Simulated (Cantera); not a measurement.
Input: 1 mol CCl4, 0.0083 mol CH4, equilibrated at 5.70e-5 bar.

Cantera equilibrium calculation (NASA polynomials, part measured and part estimated; ideal gas, pure solids and liquids). Candidate condensed phases: C, C6H6, C7H8, C8H18; 103 gas species. Ions and electrons are included (thermal ionisation). The numbers say what is thermodynamically allowed, not how fast it happens.

What share of the C ends up in condensed phases as a function of T (K), at 2000, 2500, 3000, 3500, 4000, 4500, 5000?


```csv
T (K),C condensed (%),as
2000,100.0,C(graphite)
2500,87.5,C(graphite)
3000,0.0,-
3500,0.0,-
4000,0.0,-
4500,0.0,-
5000,0.0,-
```
